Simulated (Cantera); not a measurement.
Cantera with NASA thermochemical tables; ideal gases at 1 bar, condensed phases pure. Values are per mole of reaction as written; species without (g) are pure solids or liquids, kept so even where they would boil at 1 bar.

Na2S + 2 H(g) ⇌ 2 Na(g) + H2S(g), with ΔH° = 124.1 kJ and ΔS° = 187.2 J/K at 300 K.

How far is the shortcut ΔG° ≈ ΔH°(300 K) − T·ΔS°(300 K) from the full temperature-dependent value at 598, 698, 798, 898, 998, 1098, 1198, 1298, 1398, 1498 K?


```json
[
 {"T (K)": "598", "shortcut (kJ)": "12.2", "full (kJ)": "17.7", "difference (kJ)": "-5.6", "difference in log10 K": "0.49", "condensed phases": "Na2S(s)"},
 {"T (K)": "698", "shortcut (kJ)": "-6.6", "full (kJ)": "2.7", "difference (kJ)": "-9.3", "difference in log10 K": "0.70", "condensed phases": "Na2S(s)"},
 {"T (K)": "798", "shortcut (kJ)": "-25.3", "full (kJ)": "-11.6", "difference (kJ)": "-13.7", "difference in log10 K": "0.90", "condensed phases": "Na2S(s)"},
 {"T (K)": "898", "shortcut (kJ)": "-44.0", "full (kJ)": "-25.3", "difference (kJ)": "-18.8", "difference in log10 K": "1.09", "condensed phases": "Na2S(s)"},
 {"T (K)": "998", "shortcut (kJ)": "-62.7", "full (kJ)": "-38.4", "difference (kJ)": "-24.3", "difference in log10 K": "1.27", "condensed phases": "Na2S(s)"},
 {"T (K)": "1098", "shortcut (kJ)": "-81.5", "full (kJ)": "-51.1", "difference (kJ)": "-30.3", "difference in log10 K": "1.44", "condensed phases": "Na2S(s)"},
 {"T (K)": "1198", "shortcut (kJ)": "-100.2", "full (kJ)": "-63.2", "difference (kJ)": "-37.0", "difference in log10 K": "1.61", "condensed phases": "Na2S(s)"},
 {"T (K)": "1298", "shortcut (kJ)": "-118.9", "full (kJ)": "-74.4", "difference (kJ)": "-44.5", "difference in log10 K": "1.79", "condensed phases": "Na2S(s)"},
 {"T (K)": "1398", "shortcut (kJ)": "-137.6", "full (kJ)": "-84.6", "difference (kJ)": "-53.0", "difference in log10 K": "1.98", "condensed phases": "Na2S(s)"},
 {"T (K)": "1498", "shortcut (kJ)": "-156.3", "full (kJ)": "-93.7", "difference (kJ)": "-62.7", "difference in log10 K": "2.19", "condensed phases": "Na2S(l)"}
]
```
The shortcut ignores heat capacities and the phase changes listed.
